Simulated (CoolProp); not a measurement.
Properties of isohexane along the isotherm 545.4 K.

Model: reference Helmholtz-energy equation of state, Lemmon 2006, in CoolProp. It is a short technical equation, of lower accuracy than the large ones.

```csv
p (kPa),phase,Z,cp (kJ/(kg K)),Joule-Thomson coefficient (K/MPa)
14.4,gas,0.9988,2.724,5.582
21.2,gas,0.9982,2.724,5.587
31.1,gas,0.9974,2.725,5.594
45.6,gas,0.9962,2.726,5.604
67,gas,0.9944,2.727,5.619
98.3,gas,0.9918,2.729,[?]
144,gas,0.9880,2.732,5.675
212,gas,0.9823,2.737,5.725
311,gas,0.9739,2.743,5.799
456,gas,0.9614,2.754,5.911
670,gas,0.9426,2.771,6.085
983,gas,0.9142,2.800,6.358
1440,gas,0.8707,2.851,[?]
2120,gas,0.8008,2.957,7.570
3110,supercritical,0.6858,[?],8.896
4560,supercritical,[?],[?],9.762
```

**Question.** What belongs in the gaps?

**Answer.** 
- 98.3, Joule-Thomson coefficient (K/MPa): 5.642
- 1440, Joule-Thomson coefficient (K/MPa): 6.801
- 3110, cp (kJ/(kg K)): 3.234
- 4560, Z: 0.4916
- 4560, cp (kJ/(kg K)): 4.285
